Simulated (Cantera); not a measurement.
Input (Python, Cantera) and output of one run.

```python
import numpy as np
import cantera as ct

gas_names = [...]  # 118 gases of nasa_gas.yaml made of C, Cl, F, H
cond_names = """
    C(gr) C6H6(L) C7H8(L) C8H18(L),n-octa
""".split()


# ... load() reads the species with a 1 bar reference pressure and builds the phases ...
atoms = {
    'CH3Cl': {'C': 1, 'H': 3, 'CL': 1},
    'F2': {'F': 2},
}
top_T = {'C(gr)': 4500}  # K; cautious upper limits of use, not melting points


# ... equilibrate(T, P, feed) seeds the gas with the atoms and calls Mixture.equilibrate('TP', solver="vcs", rtol=1e-11, max_steps=5000) ...
results = []
feed = {'CH3Cl': 1, 'F2': 0.083}  # mol
P = 3.9  # Pa
for T in [675, 875, 1075, 1275, 1475, 1675, 1875, 2075, 2275, 2475, 2675, 2875]:
    mix = equilibrate(T, P, feed)
    results.append((T, P, feed, dict(zip(mix.species_names, mix.species_moles))))

top = {s: max(r[3][s] / sum(r[3][g] for g in gas_names) for r in results) for s in gas_names}
cols = sorted((s for s in top if top[s] > 1e-06), key=lambda s: -top[s])[:8]
seen = [c for c in cond_names if any(r[3].get(c, 0) > 1e-12 for r in results)]
print("log10 of partial pressures in bar; condensed amounts in mol")
print(f"{'T/K':>10s}" + "".join(f"{s[:9]:>10s}" for s in cols + seen))
for T, P, feed, n in results:
    ng = sum(n[g] for g in gas_names)
    print(f"{T:10.4g}" + "".join(f"{np.log10(max(n[s] / ng * P / 1e5, 1e-99)):10.3f}" for s in cols)
          + "".join(f"{n.get(c, 0):10.4g}" for c in seen))
```

Result:

```
log10 of partial pressures in bar; condensed amounts in mol
       T/K         H       HCL        H2        CL         C        HF        C3         F     C(gr)
       675   -16.589    -4.728    -4.765   -16.491   -47.379    -5.507   -53.377   -27.625    0.9998
       875   -12.682    -4.728    -4.765   -12.649   -34.654    -5.508   -38.515   -21.338         1
      1075   -10.216    -4.728    -4.765   -10.222   -26.663    -5.508   -29.210   -17.376         1
      1275    -8.515    -4.728    -4.765    -8.549   -21.181    -5.508   -22.847   -14.647         1
      1475    -7.270    -4.729    -4.766    -7.325   -17.188    -5.508   -18.228   -12.653         1
      1675    -6.321    -4.742    -4.771    -6.399   -14.151    -5.512   -14.727   -11.132    0.9999
      1875    -5.584    -4.805    -4.800    -5.709   -11.765    -5.534   -11.986    -9.938    0.9994
      2075    -5.034    -5.014    -4.919    -5.260    -9.840    -5.599    -9.785    -8.972    0.9979
      2275    -4.706    -5.485    -5.269    -5.063    -8.256    -5.706    -7.980    -8.102    0.9927
      2475    -4.595    -6.175    -5.894    -5.025    -6.930    -5.793    -6.474    -7.202    0.8761
      2675    -4.607    -6.937    -6.640    -5.061    -5.948    -5.968    -5.636    -6.430         0
      2875    -4.619    -7.592    -7.286    -5.087    -5.439    -6.387    -5.925    -6.031         0
```

Method: chemical equilibrium by Gibbs-energy minimisation in Cantera with the NASA 1993 tables (ideal gas, pure condensed phases).
